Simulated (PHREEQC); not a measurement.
A column of 0.1 m (30 cells, dispersivity 0.0035 m, 720 s a shift, diffusion coefficient 3e-10 m²/s) holds 0.0057 eq of the database's cation exchanger X per kg of pore water, first in equilibrium with 0.00047 mol PbCl2, 0.0017 mol NaCl and 1e-05 mol HCl per kg of water. It is flushed with 0.0013 mol CdCl2 and 1e-05 mol HCl per kg of water, at 15 °C. Values are for the last cell. CO2 from the air is kept out. Nothing may precipitate in this run.

Base run: PHREEQC, ion-association model, phreeqc.dat. Each further column changes one thing. The table gives Cd in solution (mol/kgw).

```json
[
 {"pore volumes": "0", "base": "0", "exchange capacity from 0.0057 to 0.0029 eq/kgw": "0", "dispersivity from 0.0035 to 0.007 m": "0"},
 {"pore volumes": "0.4833", "base": "0", "exchange capacity from 0.0057 to 0.0029 eq/kgw": "?", "dispersivity from 0.0035 to 0.007 m": "2.17e-11"},
 {"pore volumes": "1.183", "base": "1.23e-5", "exchange capacity from 0.0057 to 0.0029 eq/kgw": "0.000127", "dispersivity from 0.0035 to 0.007 m": "?"},
 {"pore volumes": "1.883", "base": "0.000278", "exchange capacity from 0.0057 to 0.0029 eq/kgw": "?", "dispersivity from 0.0035 to 0.007 m": "?"},
 {"pore volumes": "2.35", "base": "0.000499", "exchange capacity from 0.0057 to 0.0029 eq/kgw": "0.000901", "dispersivity from 0.0035 to 0.007 m": "0.000559"},
 {"pore volumes": "2.817", "base": "0.000681", "exchange capacity from 0.0057 to 0.0029 eq/kgw": "0.00105", "dispersivity from 0.0035 to 0.007 m": "?"},
 {"pore volumes": "3.517", "base": "0.000882", "exchange capacity from 0.0057 to 0.0029 eq/kgw": "0.00118", "dispersivity from 0.0035 to 0.007 m": "0.000891"},
 {"pore volumes": "4.217", "base": "0.00102", "exchange capacity from 0.0057 to 0.0029 eq/kgw": "0.00125", "dispersivity from 0.0035 to 0.007 m": "0.00101"},
 {"pore volumes": "4.683", "base": "0.00109", "exchange capacity from 0.0057 to 0.0029 eq/kgw": "0.00127", "dispersivity from 0.0035 to 0.007 m": "0.00107"},
 {"pore volumes": "5.15", "base": "0.00114", "exchange capacity from 0.0057 to 0.0029 eq/kgw": "0.00128", "dispersivity from 0.0035 to 0.007 m": "?"},
 {"pore volumes": "5.85", "base": "0.00120", "exchange capacity from 0.0057 to 0.0029 eq/kgw": "0.00129", "dispersivity from 0.0035 to 0.007 m": "0.00117"},
 {"pore volumes": "6.55", "base": "0.00124", "exchange capacity from 0.0057 to 0.0029 eq/kgw": "0.00130", "dispersivity from 0.0035 to 0.007 m": "0.00121"},
 {"pore volumes": "7.017", "base": "0.00125", "exchange capacity from 0.0057 to 0.0029 eq/kgw": "0.00130", "dispersivity from 0.0035 to 0.007 m": "?"}
]
```

Q: Some entries are withheld; supply them.

A: 
- 0.4833, exchange capacity from 0.0057 to 0.0029 eq/kgw: 8.92e-12
- 1.183, dispersivity from 0.0035 to 0.007 m: 4.62e-5
- 1.883, exchange capacity from 0.0057 to 0.0029 eq/kgw: 0.000669
- 1.883, dispersivity from 0.0035 to 0.007 m: 0.000357
- 2.817, dispersivity from 0.0035 to 0.007 m: 0.000717
- 5.15, dispersivity from 0.0035 to 0.007 m: 0.00112
- 7.017, dispersivity from 0.0035 to 0.007 m: 0.00123
